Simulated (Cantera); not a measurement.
Input: 1 mol Si, 1.2 mol HCl, 0.78 mol H2, equilibrated at 825 K and 2400000 Pa.

These are equilibrium values from Cantera (NASA tables, ideal gas, pure condensed phases), not measurements of a reactor. The tables' values for SiCl3 are old estimates; treat these amounts as uncertain. The numbers say what is thermodynamically allowed, not how fast it happens.

```
species       before    after
----------  --------  -------
H2             0.780    0.648
SiCl4         0.0924    0.232
HCl         0.000777    0.118
SiH2Cl2       0.0120  8.97e-7
SiHCl3         0.115  0.00157
SiH3Cl      0.000295    <1e-9
SiCl3        3.00e-5  4.50e-7
Si(s), mol     0.644        0
```
Gas species are given as mole fractions.

Q: What was changed between the two runs?
A. pressure from 2400000 Pa to 101000 Pa
B. HCl from 1.2 to 4.5 mol
C. temperature from 825 K to 1423 K
D. H2 from 0.78 to 7.1 mol

A: B, HCl from 1.2 to 4.5 mol
